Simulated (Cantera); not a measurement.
Charge: 1 mol Si₃N₄, 1.6 mol NF₃, 17 mol H₂O, at 1625 K and 0.00200 bar.

Cantera equilibrium calculation (NASA polynomials, part measured and part estimated; ideal gas, pure solids and liquids). Candidate condensed phases: H₂O, Si, SiO₂, Si₂N₂O, Si₃N₄; 58 gas species. The tables hold silica as quartz up to 1696 K and as liquid above; real silica turns to tridymite and cristobalite and melts near 1996 K. The numbers say what is thermodynamically allowed, not how fast it happens.

Base state: H₂O 0.495, HF 0.216, H₂ 0.162, N₂ 0.126, H 0.000635, OH 8.18e-5 (mole fractions); condensed: SiO₂(β-quartz).

### Question
What changes in the equilibrium state with this change: NF₃ from 1.6 to 13 mol?

### Answer
| species | before | after |
|---|---|---|
| HF | 0.216 | 0.644 |
| N₂ | 0.126 | 0.169 |
| O₂ | 3.68e-7 | 0.134 |
| H₂O | 0.495 | 0.0173 |
| H₂ | 0.162 | 9.38e-6 |
| SiF₄ | 5.25e-7 | 0.0337 |
| NO | 1.14e-6 | 0.000797 |
| O | 2.64e-7 | 0.000159 |
| F | 5.35e-8 | 2.09e-5 |
| SiO₂(β-quartz), mol | 3.00 | 1.31 |

### Question
What changes in the equilibrium state with this change: NF₃ from 1.6 to 8.5 mol?

### Answer
| species | before | after |
|---|---|---|
| HF | 0.216 | 0.645 |
| N₂ | 0.126 | 0.159 |
| H₂O | 0.495 | 0.109 |
| H₂ | 0.162 | 7.41e-5 |
| O₂ | 3.68e-7 | 0.0852 |
| SiF₄ | 5.25e-7 | 0.000854 |
| NO | 1.14e-6 | 0.000615 |
| O | 2.64e-7 | 0.000127 |
| H | 0.000635 | 1.36e-5 |
| OH | 8.18e-5 | 0.000843 |
| SiO₂(β-quartz), mol | 3.00 | 2.97 |

### Question
What changes in the equilibrium state with this change: H₂O from 17 to 4.6 mol?

### Answer
| species | before | after |
|---|---|---|
| H₂ | 0.162 | 0.381 |
| N₂ | 0.126 | 0.304 |
| HF | 0.216 | 0.232 |
| H₂O | 0.495 | 0.00159 |
| SiF₄ | 5.25e-7 | 0.0676 |
| SiF₂ | <1e-9 | 0.000250 |
| SiF₃ | 3.28e-8 | 0.00603 |
| SiHF₃ | <1e-9 | 0.000125 |
| SiO₂(β-quartz), mol | 3.00 | 2.27 |
The tables' values for SiF₃, SiF₂ are old estimates; treat these amounts as uncertain.
